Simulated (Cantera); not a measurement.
Charge: 1 mol Si, 0.03 mol H₂O, 5.4 mol N₂, held at 230 Pa.

Equilibrium computed with Cantera from the NASA thermochemical tables; the gas is ideal and each condensed phase is pure. Candidate condensed phases: H₂O, Si, SiO₂, Si₂N₂O, Si₃N₄; 35 gas species. The tables' values for SiN are old estimates; treat these amounts as uncertain. The numbers say what is thermodynamically allowed, not how fast it happens. All values below are at 1873 K.

Base state: N₂ 0.985, SiO 0.00547, H₂ 0.00499, Si 0.00383, H 0.000951, Si₂N 9.77e-5, SiN 6.57e-5, Si₂ 2.86e-5 (mole fractions); condensed: Si(l).

Task: What changes in the equilibrium state with this change: H₂O from 0.03 to 0.019 mol?

Result: 
```csv
species,before,after
N₂,0.985,0.989
Si,0.00383,0.00383
SiO,0.00547,0.00348
H₂,0.00499,0.00310
H,0.000951,0.000749
SiH,1.21e-5,9.54e-6
SiN,6.57e-5,6.58e-5
"Si(l), mol",0.947,0.958
```

Task: What changes in the equilibrium state with this change: H₂O from 0.03 to 0.018 mol?

Result: 
```
species       before     after
----------  --------  --------
N₂             0.985     0.989
Si           0.00383   0.00383
SiO          0.00547   0.00330
H₂           0.00499   0.00293
H           0.000951  0.000728
SiH          1.21e-5   9.27e-6
SiN          6.57e-5   6.58e-5
Si(l), mol     0.947     0.959
```
